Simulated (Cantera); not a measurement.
Feed: 1 mol CS2, 1.4 mol O2, 3.8 mol N2, held at 1 atm.

Cantera equilibrium calculation (NASA polynomials, part measured and part estimated; ideal gas, pure solids and liquids). Candidate condensed phases: C, S; 35 gas species. The numbers say what is thermodynamically allowed, not how fast it happens.

x: gas mole fraction; nothing condenses.

| T (°C) | x N2 | x CO | x SO | x SO2 | x S2 | x S | x CO2 |
|---|---|---|---|---|---|---|---|
| 2050 | 0.605 | 0.122 | 0.0453 | 0.101 | 0.0811 | 0.00557 | 0.0373 |
| 2150 | 0.602 | 0.126 | 0.0565 | 0.0973 | 0.0751 | 0.00854 | 0.0317 |
| 2250 | 0.598 | 0.130 | (withheld) | 0.0928 | (withheld) | (withheld) | (withheld) |
| 2350 | 0.594 | 0.133 | (withheld) | 0.0874 | (withheld) | (withheld) | (withheld) |
| 2450 | 0.589 | 0.135 | 0.0924 | 0.0816 | 0.0545 | 0.0240 | 0.0200 |
| 2550 | 0.584 | 0.136 | 0.104 | 0.0755 | 0.0472 | 0.0315 | 0.0174 |
| 2650 | 0.578 | 0.137 | 0.114 | 0.0693 | 0.0400 | 0.0399 | 0.0153 |

Fill in the missing entries.


- 2250, x SO: 0.0683
- 2250, x S2: 0.0686
- 2250, x S: 0.0126
- 2250, x CO2: 0.0270
- 2350, x SO: 0.0805
- 2350, x S2: 0.0617
- 2350, x S: 0.0177
- 2350, x CO2: 0.0232
